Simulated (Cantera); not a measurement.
# NO annealing gas

An isothermal, constant-pressure homogeneous reactor starts with 47.6 % NO, 52.4 % N2, at 2150 K and 1.09 atm.

Detailed kinetics in Cantera: GRI-Mech 3.0 (53 species, 325 reactions).

```tsv
t (s)	x NO	x N2	x NO2	x O	x N2O	x O2
2.00e-5	0.476	0.524	3.87e-6	1.31e-5	1.50e-5	2.22e-7
8.43e-5	0.476	0.524	3.01e-5	5.07e-5	5.16e-5	4.42e-6
0.000356	0.475	0.524	0.000123	0.000174	0.000107	0.000134
0.00150	0.473	0.525	0.000154	0.000215	0.000115	0.00134
0.00632	0.462	0.531	0.000180	0.000254	0.000109	0.00665
0.0267	0.417	0.553	0.000249	0.000375	8.62e-5	0.0291
0.112	0.260	0.632	0.000270	0.000634	3.21e-5	0.107
0.474	0.0491	0.737	7.08e-5	0.000867	1.65e-6	0.213
2.00	0.0119	0.756	1.78e-5	0.000902	6.67e-7	0.232
```
x: mole fraction; the columns are a selection and need not sum to one.

Equilibrium at this temperature and pressure: NO 0.0116, N2 0.756, NO2 1.74e-5, O 0.000902, N2O 6.64e-7, O2 0.232 (gas phase only).
